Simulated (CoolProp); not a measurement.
A closed Brayton cycle with carbon dioxide: compressor inlet 324.15 K and 8.1 MPa, high pressure 17.7 MPa, turbine inlet 880 K, compressor efficiency 0.89, turbine efficiency 0.93, recuperator effectiveness 0.9 (on enthalpy, no pinch check). Each further row changes one setting.

Values from CoolProp's reference Helmholtz-energy equation of state, Span 1996.

| case | thermal efficiency (%) | net work (kJ/kg) | compressor to turbine work | compressor exit (K) | turbine exit (K) |
|---|---|---|---|---|---|
| as stated | 34.8 | 78.7 | 0.32 | 388.5 | 779.1 |
| turbine inlet 830 K | 33.5 | 71.6 | 0.34 | 388.5 | ? |
| compressor inlet 334.15 K | ? | 74.0 | 0.36 | ? | 779.1 |
| high pressure 15 MPa | 32.4 | 64.1 | ? | 374.6 | 800.0 |
| recuperator effectiveness 0.5 | 19.3 | 78.7 | 0.32 | 388.5 | 779.1 |

Q: Complete the blanks.

A: 
- turbine inlet 830 K, turbine exit (K): 732.8
- compressor inlet 334.15 K, thermal efficiency (%): 34.3
- compressor inlet 334.15 K, compressor exit (K): 402.8
- high pressure 15 MPa, compressor to turbine work: 0.30
